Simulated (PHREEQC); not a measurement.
# Acid rinse or clean (model solution)

A solution holds 0.23 mol/kgw HCl, 0.066 mol/kgw CaCl2 and 0.00036 mol/kgw KCl, at 25 °C. Closed to the air; pH follows from the charge balance.

All values are PHREEQC results (ion-association model, phreeqc.dat), not measurements.

No solid was allowed to form.

### Question
Estimate the pH, specific conductance, density.

### Answer
pH 0.75; specific conductance 82600 µS/cm; density 1.007 g/cm³.

Complexes and solids missing from the database can't appear.
